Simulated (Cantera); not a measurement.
An adiabatic, constant-pressure homogeneous reactor starts with 9.09 % CH4, 8.65 % O2, 82.3 % N2, equivalence ratio 2.1, at 1325 K and 1.70 bar.

Detailed kinetics in Cantera: GRI-Mech 3.0 (53 species, 325 reactions).

Q: Predict: time of steepest temperature rise; temperature at 0.400 s; equilibrium temperature; x(CH4) at 0.400 s; x(O2) at 0.400 s; x(HCN) at 0.400 s.

A: 
```json
{
  "time_of_steepest_temperature_rise": "21.9 ms",
  "temperature at 0.400 s": "1907 K",
  "equilibrium_temperature": "1907 K",
  "x(CH4) at 0.400 s": "5.90e-7 (gas-phase equilibrium 3.18e-10)",
  "x(O2) at 0.400 s": "4.55e-9 (gas-phase equilibrium 4.57e-9)",
  "x(HCN) at 0.400 s": "2.48e-6 (gas-phase equilibrium 1.20e-7)"
}
```
